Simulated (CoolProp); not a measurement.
CF4 (R14) along the isobar 0.724 MPa: density (kg/m³) from the reference equation and from simpler models built on Tc = -45.8 °C, pc = 3.762 MPa, ω = 0.178; each cubic takes its own stable root.

The numbers come from the reference Helmholtz-energy equation of state, Platzer 1990 in CoolProp. This equation is an older, rougher fit.

```csv
T (°C),phase,reference
-75.15,gas,43.43
-67.65,gas,41.25
-60.15,gas,39.32
-52.65,gas,37.60
-45.25,gas,36.07
-37.75,gas,34.67
-30.25,gas,33.38
-22.75,gas,32.20
-15.35,gas,31.12
-7.85,gas,30.11
-0.35,gas,29.17
7.15,gas,28.29
14.55,gas,27.47
```

Question: How far does each simpler model (ideal gas, van der Waals, Redlich-Kwong, Soave-Redlich-Kwong, Peng-Robinson) lie from the reference over these 13 states: mean and median of the absolute difference, and the worst?

Answer: 
- ideal gas: mean 6.0 %, median 5.5 %, worst -10.9 % at -75.15 °C and 0.724 MPa
- van der Waals: mean 0.8 %, median 0.4 %, worst -2.5 % at -75.15 °C and 0.724 MPa
- Redlich-Kwong: mean 0.2 %, median 0.2 %, worst -0.4 % at -75.15 °C and 0.724 MPa
- Soave-Redlich-Kwong: mean 0.1 %, median 0.1 %, worst -0.1 % at 14.55 °C and 0.724 MPa
- Peng-Robinson: mean 0.7 %, median 0.7 %, worst +1.0 % at -75.15 °C and 0.724 MPa
